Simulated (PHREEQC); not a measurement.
1 kg of water holding 15 mmol/kgw Na2CO3 and 150 mmol/kgw NaHCO3 is evaporated at 25 °C; the solids stay in contact with the brine. CO2 is held at log p = -3.4 (atm). Solids allowed: Nahcolite, Natron, Trona. Others were left out.

The series has 22 steps of water left (kg), from 1.001 to 0.01633.

All values are PHREEQC results (Pitzer model, pitzer.dat), not measurements.

Question: Which solids form, in which order, and at which step of the series does each first stand?

Answer: Trona from water left = 0.02487 kg (pH 10.16).
